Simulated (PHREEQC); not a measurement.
# Geothermal or formation water: an equilibrium model

Synthetic water in mmol/kgw, 85 °C, pH 6.87: Na 384; K 1.93; Ca 18.6; Mg 83.2; Cl 571; S(6) 0.638; Alkalinity (meq/kgw) 0.0658; Sr 0.589.

Cl is adjusted to close the charge balance.
Valence states are taken as typed.

The numbers come from PHREEQC with the Pitzer model, pitzer.dat.

- ionic strength: 0.694 mol/kgw
- activity of water: 0.983
- specific conductance: 123000 µS/cm
- density: 0.992 g/cm³
- osmotic coefficient: 0.905

```csv
species,molality,activity,log γ
Cl-,0.589,0.359,-0.215
Na+,0.384,0.262,-0.165
Mg+2,0.0832,0.0175,-0.678
Ca+2,0.0186,0.00362,-0.711
K+,0.00193,0.00122,-0.198
SO4-2,0.000638,3.76e-5,-1.230
```

This is a speciation only: nothing precipitates in the calculation. Away from 25 °C the constants follow the database's enthalpies or fits; those with neither stay at their 25 °C values.
